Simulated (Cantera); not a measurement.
A freely propagating, adiabatic, planar premixed flame of 23.7 % H₂, 17.2 % O₂, 51.5 % N₂, 7.65 % H₂O, equivalence ratio 0.69, unburnt at 675 K and 975 Torr; mixture-averaged transport, grid criteria slope 0.08 and curve 0.16, no radiation.

Cantera simulation using the H2/O2 subset of GRI-Mech 3.0, which has no nitrogen chemistry; the numbers are that mechanism's predictions, not measurements. Burning velocities carry a grid error of a few per cent, more on coarse grids. Lean hydrogen flames are cellular in practice and burn faster than this planar one.

### Question
Predict: laminar burning velocity; thermal thickness; peak x(H); peak x(H₂O₂); peak x(HO₂).

### Answer
| Quantity | Value |
|---|---|
| laminar burning velocity | 719 cm/s |
| thermal thickness | 0.291 mm |
| peak x(H) | 0.0290 |
| peak x(H₂O₂) | 2.59e-5 |
| peak x(HO₂) | 0.000488 |
